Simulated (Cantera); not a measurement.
Input: 1 mol PbO, 0.2 mol H2, 0.76 mol N2, at 1.00 bar.

Cantera equilibrium calculation (NASA polynomials, part measured and part estimated; ideal gas, pure solids and liquids). Candidate condensed phases: H2O, Pb, PbO, PbO2, Pb3O4; 27 gas species. Kinetics and transport are ignored.

x: gas mole fraction; n: condensed amount in mol.

```tsv
T (K)	x N2	x H2O	x H2	x Pb	x PbO	n Pb(s)	n PbO(red)	n Pb(l)	n PbO(yellow)
548	0.792	0.208	2.28e-6	<1e-12	<1e-12	0.200	0.800	0	0
598	0.792	0.208	[?]	[?]	<1e-12	0.200	0.800	0	0
648	0.792	0.208	5.42e-6	8.41e-11	<1e-12	0	0.800	0.200	0
698	0.792	0.208	7.48e-6	1.02e-9	<1e-12	0	0.800	0.200	0
748	0.792	0.208	[?]	[?]	[?]	0	0.800	0.200	0
798	0.792	0.208	1.30e-5	5.73e-8	6.30e-11	0	0	0.200	0.800
848	0.792	0.208	1.65e-5	2.99e-7	7.58e-10	0	0	0.200	0.800
898	0.792	0.208	2.06e-5	1.30e-6	6.87e-9	0	0	0.200	0.800
```

### Question
Complete the blanks.

### Answer

- 748, x H2: 1.00e-5
- 748, x Pb: 8.75e-9
- 748, x PbO: 3.71e-12
- 598, x H2: 3.76e-6
- 598, x Pb: 4.53e-12
